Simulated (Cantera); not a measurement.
A closed system holds: 1 mol Ta(OEt)5, 29 mol H2O, 7.1 mol H2, at 11.0 Pa.

Cantera equilibrium calculation (NASA polynomials, part measured and part estimated; ideal gas, pure solids and liquids). Candidate condensed phases: C, C6H6, C7H8, C8H18, H2O, Ta, TaC, Ta2O5; 113 gas species. The feed counts by its element totals alone. The numbers say what is thermodynamically allowed, not how fast it happens.

Task: Which condensed phases are stable at each of these points (T (K)): 1623, 1673, 1723, 1773, 1823, 1873, 1923, 1973, 2023, 2073, 2123, 2173, 2223?

Result: 
| T (K) | condensed phases | Ta condensed (%) |
|---|---|---|
| 1623 | Ta2O5(s) | 100.0 |
| 1673 | Ta2O5(s) | 100.0 |
| 1723 | Ta2O5(s) | 100.0 |
| 1773 | Ta2O5(s) | 100.0 |
| 1823 | Ta2O5(s) | 99.9 |
| 1873 | Ta2O5(s) | 99.8 |
| 1923 | Ta2O5(s) | 99.4 |
| 1973 | Ta2O5(s) | 98.3 |
| 2023 | Ta2O5(s) | 95.4 |
| 2073 | Ta2O5(l) | 88.4 |
| 2123 | Ta2O5(l) | 73.3 |
| 2173 | Ta2O5(l) | 39.4 |
| 2223 | gas only | 0.0 |

From 1623 K to 2023 K the condensed part is Ta2O5(s). From 2073 K to 2173 K the condensed part is Ta2O5(l). At 2223 K nothing is condensed.
